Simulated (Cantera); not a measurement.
**Equilibrium for fluorocarbon and chlorocarbon gases: CF4 + CH4**

Input: 1 mol CF4, a varied amount of CH4, held at 2473 K and 1.70 mbar.

Cantera equilibrium calculation (NASA polynomials, part measured and part estimated; ideal gas, pure solids and liquids). Candidate condensed phases: C, C6H6, C7H8, C8H18; 95 gas species. Kinetics and transport are ignored.

```tsv
n(CH4) (mol)	x HF	x F	x H	x H2	x CF2	x CF	n C(graphite)
0.2	0.220	0.658	0.000191	1.24e-7	0.101	0.0197	0.756
0.25	0.272	0.619	0.000251	2.15e-7	0.0895	0.0186	0.849
0.31	0.333	0.572	0.000332	3.77e-7	0.0765	0.0172	0.958
0.38	0.403	0.517	0.000444	6.73e-7	0.0627	0.0155	1.08
0.47	0.491	0.447	0.000625	1.33e-6	0.0469	0.0134	1.24
0.58	0.596	0.361	0.000940	3.02e-6	0.0305	0.0108	1.42
0.72	0.727	0.249	0.00166	9.48e-6	0.0145	0.00747	1.63
0.89	0.883	0.106	0.00473	7.66e-5	0.00264	0.00319	1.86
1.1	0.908	0.00763	0.0678	0.0157	1.36e-5	0.000229	2.09
1.4	0.766	0.00287	0.152	0.0786	1.93e-6	8.63e-5	2.39
1.7	0.664	0.00191	0.198	0.134	8.55e-7	5.74e-5	2.68
```
x: gas mole fraction; n: condensed amount in mol.

From 0.2 mol CH4 to 1.7 mol CH4 the condensed part is C(graphite). The main C-bearing gas is CF2 at 0.2 mol CH4 and C2H2 (acetylene) at 1.7 mol CH4. The share of C in condensed phases is highest at 1.1 mol CH4 (99.7 %) and lowest at 0.2 mol CH4 (63.0 %).
